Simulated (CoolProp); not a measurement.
Aqueous ethylene glycol as a coolant, at 11 °C, 1 atm.

The numbers come from the Melinder's fits for secondary coolants in CoolProp.

| mass % | freezing point (°C) | conductivity (W/(m K)) | cp (kJ/(kg K)) | viscosity (mPa s) | density (kg/m³) |
|---|---|---|---|---|---|
| 5.3 | [?] | 0.560 | 4.111 | 1.45 | 1006 |
| 10.9 | -3.7 | 0.536 | 4.027 | 1.69 | 1014 |
| 16.6 | -6.2 | 0.512 | 3.938 | 1.98 | 1022 |
| 22.3 | -9.3 | [?] | 3.839 | [?] | 1030 |
| 27.9 | -13.0 | 0.465 | 3.733 | 2.72 | 1038 |
| 33.6 | -17.6 | 0.442 | 3.618 | 3.19 | 1047 |
| 39.3 | -23.1 | 0.421 | 3.497 | 3.73 | 1055 |
| 44.9 | -29.4 | 0.401 | 3.375 | [?] | [?] |
| 50.6 | -36.8 | 0.382 | 3.251 | 5.15 | 1070 |
| 56.3 | -45.2 | 0.363 | 3.125 | 6.07 | 1078 |

**Question.** What belongs in the gaps?

**Answer.** 
- 5.3, freezing point (°C): -1.7
- 22.3, conductivity (W/(m K)): 0.488
- 22.3, viscosity (mPa s): 2.33
- 44.9, viscosity (mPa s): 4.37
- 44.9, density (kg/m³): 1063
